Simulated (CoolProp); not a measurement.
A single-stage vapour-compression cycle with the fluid: evaporating at 327.15 K (dew point), condensing at 357.15 K (bubble point), superheat 8 K, subcooling 2 K, compressor efficiency 0.9, no pressure losses. The same conditions are run with several fluids, on thermodynamics alone (safety and materials aside).

Values from CoolProp's reference Helmholtz-energy equation of state of each fluid (n-hexane: Thol 2019; chlorine: Thol 2021; R245fa: Akasaka 2015; cyclopentane: Gedanitz 2015; cyclohexane: Zhou 2014; fluoroethane (R161): Wu 2012).

| fluid | cooling COP | pressure ratio | discharge temperature (K) | refrigerating effect (kJ/kg) | volumetric capacity (kJ/m³) |
|---|---|---|---|---|---|
| n-hexane | 8.81 | 2.57 | 357.1 | 292 | 580 |
| chlorine | 8.18 | 1.84 | 394.9 | 197 | 9420 |
| R245fa | 8.43 | 2.24 | 360.7 | 141 | 2910 |
| cyclopentane | 9.03 | 2.37 | 364.5 | 340 | 1050 |
| cyclohexane | 9.05 | 2.66 | 360.6 | 328 | 424 |
| fluoroethane (R161) | 7.25 | 1.87 | 374.8 | 221 | 9560 |

The compression ends wet for: n-hexane.
